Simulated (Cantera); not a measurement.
A Cantera script and its output.

```python
import numpy as np
import cantera as ct

gas = ct.Solution("gri30.yaml")
gas.TPX = 1298, 7500, {'N2O': 1, 'H2O': 0.15}
reactor = ct.IdealGasConstPressureReactor(gas, energy="off", clone=False)
net = ct.ReactorNet([reactor])
net.rtol, net.atol = 1e-08, 1e-18
show = ['N2O', 'H2O', 'H', 'OH', 'NO', 'NO2', 'H2O2']
times = np.geomspace(6e-06, 20, 13)

steps = ct.SolutionArray(gas, extra=["t"])
rows = []
print(f"{'t/s':>10s}{'T/K':>9s}{'P/Pa':>11s}" + "".join(f"{s:>11s}" for s in show))
for t in times:
    while net.time < t:
        t_next = net.step()
        steps.append(gas.state, t=t_next)
    rows.append([np.interp(t, steps.t, y) for y in (steps.T, steps.P, *steps(*show).X.T)])
    print(f"{t:10.3e}{rows[-1][0]:9.1f}{rows[-1][1]:11.4g}" + "".join(f"{x:11.3e}" for x in rows[-1][2:]))
rate = np.gradient(steps.T, steps.t)
print("integrator steps:", len(steps.t))
if steps.T.max() > steps.T[0] + 200:
    print(f"time of steepest temperature rise: {steps.t[rate.argmax()]:.4e} s")
gas.TPX = 1298, 7500, {'N2O': 1, 'H2O': 0.15}
gas.equilibrate("TP")
print(f"equilibrium (TP): T = {gas.T:.1f} K  " + "  ".join(f"{s} {gas[s].X[0]:.3e}" for s in show))
```

It prints:

```
       t/s      T/K       P/Pa        N2O        H2O          H         OH         NO        NO2       H2O2
 6.000e-06   1298.0       7500  8.696e-01  1.304e-01  1.932e-13  1.865e-08  1.415e-08  7.845e-17  2.558e-16
 2.098e-05   1298.0       7500  8.696e-01  1.304e-01  1.635e-11  2.089e-07  1.588e-07  1.041e-14  3.674e-14
 7.333e-05   1298.0       7500  8.695e-01  1.304e-01  5.747e-10  1.928e-06  1.477e-06  1.475e-12  4.611e-12
 2.564e-04   1298.0       7500  8.694e-01  1.304e-01  5.488e-09  1.155e-05  9.117e-06  4.020e-10  4.143e-10
 8.963e-04   1298.0       7500  8.691e-01  1.304e-01  2.170e-08  4.131e-05  3.791e-05  7.977e-08  2.372e-08
 3.133e-03   1298.0       7500  8.679e-01  1.303e-01  4.291e-08  7.569e-05  1.359e-04  4.145e-06  2.278e-07
 1.095e-02   1298.0       7500  8.638e-01  1.301e-01  4.734e-08  8.496e-05  4.540e-04  4.492e-05  1.822e-07
 3.830e-02   1298.0       7500  8.494e-01  1.295e-01  4.563e-08  9.258e-05  1.495e-03  2.262e-04  1.172e-07
 1.339e-01   1298.0       7500  8.021e-01  1.273e-01  4.053e-08  1.013e-04  5.044e-03  5.759e-04  5.905e-08
 4.681e-01   1298.0       7500  6.637e-01  1.211e-01  3.944e-08  1.085e-04  1.577e-02  7.844e-04  2.545e-08
 1.636e+00   1298.0       7500  3.710e-01  1.077e-01  4.747e-08  1.054e-04  3.825e-02  5.434e-04  1.406e-08
 5.721e+00   1298.0       7500  7.294e-02  9.418e-02  5.719e-08  8.919e-05  5.971e-02  1.650e-04  9.077e-09
 2.000e+01   1298.0       7500  1.601e-03  9.097e-02  3.619e-09  3.244e-05  6.305e-02  1.304e-04  1.595e-09
integrator steps: 1579
equilibrium (TP): T = 1298.0 K  N2O 6.592e-09  H2O 9.090e-02  H 8.883e-10  OH 2.054e-05  NO 4.136e-04  NO2 1.483e-06  H2O2 7.398e-10
```

Cantera simulation using GRI-Mech 3.0 (53 species, 325 reactions); the numbers are that mechanism's predictions, not measurements. GRI-Mech 3.0 was tuned for natural gas; its chemistry of N2O as a main component is partial and can be far from experiment. The mechanism lacks the step 2 NO + O2 → 2 NO2, which can matter for NO2 below about 1400 K. The temperature is held fixed by assumption; the heat of reaction is taken as removed at once.
